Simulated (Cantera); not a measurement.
A closed system holds: 1 mol CCl4, 1 mol F2, 0.38 mol H2, equilibrated at 0.00510 bar.

Method: chemical equilibrium by Gibbs-energy minimisation in Cantera with the NASA 1993 tables (ideal gas, pure condensed phases). Candidate condensed phases: C, C6H6, C7H8, C8H18; 118 gas species. Gases not in the tables: C2F6 and larger saturated fluorocarbons. Equilibrium is a limit: real reactors are often held back by kinetics, nucleation or transport.

Task: What share of the C ends up in condensed phases as a function of T (K), at 2148, 2198, 2248, 2298, 2348, 2398, 2448, 2498, 2548, 2598?

Result: 
| T (K) | C condensed (%) | as |
|---|---|---|
| 2148 | 64.0 | C(graphite) |
| 2198 | 66.3 | C(graphite) |
| 2248 | 69.8 | C(graphite) |
| 2298 | 73.8 | C(graphite) |
| 2348 | 77.6 | C(graphite) |
| 2398 | 81.2 | C(graphite) |
| 2448 | 84.1 | C(graphite) |
| 2498 | 86.3 | C(graphite) |
| 2548 | 87.8 | C(graphite) |
| 2598 | 88.4 | C(graphite) |
